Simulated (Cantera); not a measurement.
Cantera run, input and output.

```python
import numpy as np
import cantera as ct

gas = ct.Solution("gri30.yaml")
gas.TPX = 625, 490000, {'CO': 1, 'H2': 0.62, 'CH4': 0.052, 'O2': 1.19, 'N2': 11.4}
inlet = ct.Reservoir(gas, clone=True)
gas.equilibrate("HP")  # start burning
reactor = ct.IdealGasConstPressureReactor(gas, energy="on", clone=False)
exhaust = ct.Reservoir(gas, clone=True)
tau = [0.044, 0.021, 0.0098, 0.0046, 0.0022, 0.001, 0.00049, 0.00023, 0.00011, 5.1e-05, 2.4e-05, 1.1e-05][0]
for a, b in ((inlet, reactor), (reactor, exhaust)):
    ct.MassFlowController(a, b, mdot=lambda t: reactor.mass / tau)
net = ct.ReactorNet([reactor])
show = ['CO', 'H2', 'CH4', 'CH2', 'C2H6', 'O2']

rows = []
print(f"{'tau/s':>10s}{'T/K':>9s}" + "".join(f"{s:>11s}" for s in show))
for tau in [0.044, 0.021, 0.0098, 0.0046, 0.0022, 0.001, 0.00049, 0.00023, 0.00011, 5.1e-05, 2.4e-05, 1.1e-05]:
    net.initial_time = 0.0
    net.advance(30 * tau)
    before = gas.X
    net.advance(40 * tau)
    drift = np.max(np.abs(gas.X - before) / (gas.X + 1e-9))
    rows.append([gas.T, *gas[show].X, drift])
    print(f"{tau:10.3e}{gas.T:9.1f}" + "".join(f"{x:11.3e}" for x in gas[show].X))
```

It prints:

```
     tau/s      T/K         CO         H2        CH4        CH2       C2H6         O2
 4.400e-02   1619.8  6.606e-04  8.233e-05  1.364e-06  4.438e-09  2.296e-11  2.077e-02
 2.100e-02   1615.8  1.078e-03  1.324e-04  2.200e-06  8.229e-09  4.196e-11  2.097e-02
 9.800e-03   1609.1  1.777e-03  2.146e-04  3.608e-06  1.501e-08  7.562e-11  2.132e-02
 4.600e-03   1598.5  2.903e-03  3.430e-04  5.932e-06  2.610e-08  1.335e-10  2.188e-02
 2.200e-03   1582.1  4.660e-03  5.348e-04  9.781e-06  4.256e-08  2.359e-10  2.277e-02
 1.000e-03   1553.9  7.729e-03  8.473e-04  1.737e-05  6.738e-08  4.686e-10  2.436e-02
 4.900e-04   1511.7  1.244e-02  1.288e-03  3.181e-05  9.643e-08  1.053e-09  2.685e-02
 2.300e-04   1420.4  2.302e-02  2.291e-03  8.299e-05  1.336e-07  5.124e-09  3.264e-02
 1.100e-04    625.0  7.012e-02  4.347e-02  3.646e-03  1.665e-31 -7.096e-21  8.344e-02
 5.100e-05    625.0  7.012e-02  4.347e-02  3.646e-03  7.174e-32 -1.896e-22  8.344e-02
 2.400e-05    625.0  7.012e-02  4.347e-02  3.646e-03  1.680e-32 -1.485e-25  8.344e-02
 1.100e-05    625.0  7.012e-02  4.347e-02  3.646e-03  4.552e-33 -7.993e-29  8.344e-02
```

Computed with Cantera and GRI-Mech 3.0 (53 species, 325 reactions).
